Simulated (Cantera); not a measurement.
An adiabatic, constant-pressure homogeneous reactor starts with CO : H2 : O2 : N2 : H2O = 1 : 1.1 : 1.36 : 5.32 : 1.3 (molar parts), equivalence ratio 0.77, at 1425 K and 19.0 bar. Integrator tolerance rtol = 1e-08.

Model: GRI-Mech 3.0 (53 species, 325 reactions), integrated in Cantera. The hydrogen kinetics of GRI-Mech 3.0 are dated; newer H2 mechanisms differ, most at raised pressure. The pressure lies above the range GRI-Mech 3.0 was tuned for (to about 10 atm).

```
quantity                                                            before                                    after
---------------------------------  ---------------------------------------  ---------------------------------------
time of steepest temperature rise                                  6.95 µs                                  25.2 µs
temperature at 0.500 s                                              2679 K                                   2544 K
equilibrium temperature                                             2679 K                                   2544 K
x(CO) at 0.500 s                     0.0111 (gas-phase equilibrium 0.0111)    0.0206 (gas-phase equilibrium 0.0206)
x(H2) at 0.500 s                   0.00429 (gas-phase equilibrium 0.00429)  0.00899 (gas-phase equilibrium 0.00899)
x(O2) at 0.500 s                     0.0329 (gas-phase equilibrium 0.0329)    0.0386 (gas-phase equilibrium 0.0386)
x(N2O) at 0.500 s                  2.18e-6 (gas-phase equilibrium 2.18e-6)  4.32e-7 (gas-phase equilibrium 4.32e-7)
x(HO2) at 0.500 s                  1.82e-5 (gas-phase equilibrium 1.82e-5)  6.98e-6 (gas-phase equilibrium 6.98e-6)
x(H2O) at 0.500 s                      0.252 (gas-phase equilibrium 0.252)      0.241 (gas-phase equilibrium 0.241)
x(NO2) at 0.500 s                  1.35e-5 (gas-phase equilibrium 1.35e-5)  3.32e-6 (gas-phase equilibrium 3.32e-6)
```

Question: What was changed between the two runs?
A) H2 1.1 to 1.8 parts
B) H2 1.1 to 3 parts
C) pressure from 19.0 bar to 1.01 bar
D) pressure from 19.0 bar to 0.260 bar

Answer: C, pressure from 19.0 bar to 1.01 bar
